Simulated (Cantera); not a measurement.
What does this Cantera script print?

```python
import numpy as np
import cantera as ct

gas_names = """
    H HI HO2 H2 H2O H2O2 I I2 Mg MgH MgI MgI2 MgO MgOH MgO2H2 Mg2 O OH O2 O3
""".split()
cond_names = """
    H2O(s) H2O(L) I2(cr) I2(L) Mg(cr) Mg(L) MgI2(s) MgI2(L) MgO(s) MgO(L) MgO2H2(s)
""".split()


# ... load() reads the species with a 1 bar reference pressure and builds the phases ...
atoms = {
    'MgO': {'Mg': 1, 'O': 1},
    'HI': {'H': 1, 'I': 1},
    'O2': {'O': 2},
}
top_T = {}  # K; cautious upper limits of use, not melting points


# ... equilibrate(T, P, feed) seeds the gas with the atoms and calls Mixture.equilibrate('TP', solver="vcs", rtol=1e-11, max_steps=5000) ...
results = []
feed = {'MgO': 1, 'HI': 2.8, 'O2': 0.14}  # mol
P = 3400  # Pa
for T in [800, 875, 950, 1025, 1100, 1175, 1250, 1325]:
    mix = equilibrate(T, P, feed)
    results.append((T, P, feed, dict(zip(mix.species_names, mix.species_moles))))

top = {s: max(r[3][s] / sum(r[3][g] for g in gas_names) for r in results) for s in gas_names}
cols = sorted((s for s in top if top[s] > 0.001), key=lambda s: -top[s])[:7]
seen = [c for c in cond_names if any(r[3].get(c, 0) > 1e-12 for r in results)]
print("log10 of partial pressures in bar; condensed amounts in mol")
print(f"{'T/K':>10s}" + "".join(f"{s[:9]:>10s}" for s in cols + seen))
for T, P, feed, n in results:
    ng = sum(n[g] for g in gas_names)
    print(f"{T:10.4g}" + "".join(f"{np.log10(max(n[s] / ng * P / 1e5, 1e-99)):10.3f}" for s in cols)
          + "".join(f"{n.get(c, 0):10.4g}" for c in seen))
```

Output:

```
log10 of partial pressures in bar; condensed amounts in mol
       T/K        HI         I        H2        I2       H2O      MgI2    MgO(s)
       800    -1.645    -3.392    -2.657    -2.269    -2.471    -7.048         1
       875    -1.661    -2.968    -2.607    -2.277    -2.475    -6.283         1
       950    -1.684    -2.623    -2.556    -2.312    -2.484    -5.659    0.9998
      1025    -1.720    -2.350    -2.499    -2.386    -2.497    -5.155    0.9994
      1100    -1.771    -2.143    -2.434    -2.506    -2.515    -4.760    0.9984
      1175    -1.841    -1.993    -2.365    -2.673    -2.534    -4.463    0.9967
      1250    -1.927    -1.888    -2.297    -2.876    -2.552    -4.255    0.9943
      1325    -2.027    -1.817    -2.239    -3.101    -2.566    -4.119    0.9919
```

Method: chemical equilibrium by Gibbs-energy minimisation in Cantera with the NASA 1993 tables (ideal gas, pure condensed phases).
